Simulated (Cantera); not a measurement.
## Catalytic combustion on Pt

An isothermal plug-flow reactor at 875 K and 0.520 bar (inlet), inlet velocity 0.64 m/s, active area per volume 2100 1/m; feed CH4 : O2 : N2 : H2O = 0.028 : 0.013 : 0.79 : 0.016 (molar parts), equivalence ratio 4.3.

Cantera simulation using Deutschmann's 1995 Pt surface mechanism with GRI-Mech 3.0 gas chemistry; the numbers are that mechanism's predictions, not measurements. Catalytic surfaces can have several steady states; this one follows from the mechanism file's or the stated starting coverage. Mass transfer to the wall is taken as infinitely fast.

```tsv
z (m)	x CH4	x O2	x H2O	x CO2	x CO	θ free Pt	θ H*	θ CO*	θ C*
0.00092	0.0254	0.00469	0.0324	9.23e-5	0.00739	0.0980	0.00117	0.0206	0.880
0.0016	0.0249	0.00407	0.0331	9.23e-5	0.00790	0.0744	0.00113	0.0127	0.912
0.0029	0.0244	0.00350	0.0337	9.23e-5	0.00840	0.0553	0.00106	0.00744	0.936
0.0052	0.0239	0.00301	0.0343	9.22e-5	0.00884	0.0413	0.000996	0.00437	0.953
0.0092	0.0235	0.00260	0.0347	9.22e-5	0.00923	0.0311	0.000923	0.00258	0.965
0.016	0.0232	0.00226	0.0350	9.22e-5	0.00957	0.0236	0.000851	0.00154	0.974
0.029	0.0228	0.00194	0.0353	9.21e-5	0.00990	0.0175	0.000774	0.000873	0.981
0.052	0.0225	0.00167	0.0355	9.21e-5	0.0102	0.0130	0.000700	0.000498	0.986
0.092	0.0223	0.00145	0.0357	9.21e-5	0.0104	0.00975	0.000631	0.000286	0.989
```
x: gas mole fraction; θ: surface coverage.
